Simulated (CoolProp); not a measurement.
Values from CoolProp's reference Helmholtz-energy equation of state, Lemmon 2006. It is a short technical equation, of lower accuracy than the large ones.

Problem. For CH3F (R41), give the phase and the density (kg/m³), cp (kJ/(kg K)), isothermal compressibility (1/MPa), expansivity (1/kK) at -45.15 °C and 148 bar.

Solution. 
- -45.15 °C and 148 bar: liquid; density 834, cp 2.06, isothermal compressibility 0.00199, expansivity 2.48
